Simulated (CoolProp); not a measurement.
A Linde-Hampson liquefier for ethane: isothermal reversible compression at 320 K from 1 atm to 5 MPa, throttling to 1 atm, return gas leaving the recuperator 5 K below the feed. Each further row changes one setting.

The numbers come from the reference Helmholtz-energy equation of state, Bücker 2006 in CoolProp.

```
case                        liquid yield per pass  compression work (kJ/kg of gas)
--------------------------  ---------------------  -------------------------------
as stated                                       ?                              315
high pressure 10 MPa                        0.426                                ?
warm-end temperature 350 K                      ?                                ?
warm-end gap 10 K                           0.154                              315
```

Question: Some entries are withheld; supply them.

Answer: 
- as stated, liquid yield per pass: 0.165
- high pressure 10 MPa, compression work (kJ/kg of gas): 338
- warm-end temperature 350 K, liquid yield per pass: 0.101
- warm-end temperature 350 K, compression work (kJ/kg of gas): 354
